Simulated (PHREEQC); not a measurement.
Make-up at 25 °C: 0.0053 mol NH3, 4.2e-05 mol Na2SiO3 and 0.00019 mol K3PO4 per kg of water. Closed to the air; pH follows from the charge balance.

All values are PHREEQC results (ion-association model, phreeqc.dat), not measurements.

Precipitation was switched off in this run.

Order these Si species by the share of Si that they hold, largest first: H2SiO4-2, H3SiO4-, H4SiO4.

H3SiO4- (87 %), H4SiO4 (13 %), H2SiO4-2 (0.28 %)

The pH is 10.63 and the ionic strength 0.00107 mol/kgw. Complexes and solids missing from the database can't appear.
